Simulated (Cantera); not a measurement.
Gas activation for diamond growth

An isothermal, constant-pressure homogeneous reactor starts with 0.534 % CH₄, 99.0 % H₂, 0.485 % CO₂, at 2425 K and 20.0 Torr.

Model: GRI-Mech 3.0 (53 species, 325 reactions), integrated in Cantera. Radical loss at walls, strong at low pressure, is not modelled.

```json
[
 {"t (s)": "0.000200", "x CH₄": "0.00517", "x H₂": "0.988", "x CO₂": "0.00477", "x O": "7.35e-10", "x OH": "4.47e-7", "x HCO": "4.11e-10", "x HO₂": "<1e-12"},
 {"t (s)": "0.000479", "x CH₄": "0.00496", "x H₂": "0.986", "x CO₂": "0.00442", "x O": "3.39e-9", "x OH": "1.24e-6", "x HCO": "2.78e-9", "x HO₂": "<1e-12"},
 {"t (s)": "0.00115", "x CH₄": "0.00448", "x H₂": "0.979", "x CO₂": "0.00289", "x O": "2.75e-8", "x OH": "4.65e-6", "x HCO": "1.21e-8", "x HO₂": "<1e-12"},
 {"t (s)": "0.00275", "x CH₄": "0.00327", "x H₂": "0.968", "x CO₂": "0.000315", "x O": "1.98e-7", "x OH": "1.60e-5", "x HCO": "3.16e-8", "x HO₂": "<1e-12"},
 {"t (s)": "0.00660", "x CH₄": "0.00121", "x H₂": "0.958", "x CO₂": "3.93e-6", "x O": "5.26e-7", "x OH": "2.63e-5", "x HCO": "3.26e-8", "x HO₂": "<1e-12"},
 {"t (s)": "0.0158", "x CH₄": "0.000280", "x H₂": "0.950", "x CO₂": "3.86e-6", "x O": "8.37e-7", "x OH": "3.17e-5", "x HCO": "1.53e-8", "x HO₂": "1.16e-12"},
 {"t (s)": "0.0379", "x CH₄": "0.000114", "x H₂": "0.940", "x CO₂": "3.58e-6", "x O": "1.10e-6", "x OH": "3.26e-5", "x HCO": "1.05e-8", "x HO₂": "<1e-12"},
 {"t (s)": "0.0909", "x CH₄": "4.97e-5", "x H₂": "0.926", "x CO₂": "2.49e-6", "x O": "1.10e-6", "x OH": "2.41e-5", "x HCO": "7.27e-9", "x HO₂": "<1e-12"},
 {"t (s)": "0.218", "x CH₄": "1.34e-5", "x H₂": "0.906", "x CO₂": "8.72e-7", "x O": "5.90e-7", "x OH": "9.58e-6", "x HCO": "4.66e-9", "x HO₂": "<1e-12"},
 {"t (s)": "0.522", "x CH₄": "3.16e-6", "x H₂": "0.890", "x CO₂": "1.21e-7", "x O": "1.14e-7", "x OH": "1.52e-6", "x HCO": "4.07e-9", "x HO₂": "<1e-12"},
 {"t (s)": "1.25", "x CH₄": "8.18e-7", "x H₂": "0.887", "x CO₂": "2.95e-9", "x O": "2.97e-9", "x OH": "3.81e-8", "x HCO": "4.01e-9", "x HO₂": "<1e-12"},
 {"t (s)": "3.00", "x CH₄": "6.40e-7", "x H₂": "0.887", "x CO₂": "5.91e-11", "x O": "5.96e-11", "x OH": "7.63e-10", "x HCO": "4.01e-9", "x HO₂": "<1e-12"}
]
```
x: mole fraction; the columns are a selection and need not sum to one.

Equilibrium at this temperature and pressure: CH₄ 6.47e-7, H₂ 0.887, CO₂ 5.91e-11, O 5.97e-11, OH 7.64e-10, HCO 4.01e-9, HO₂ <1e-12 (gas phase only).
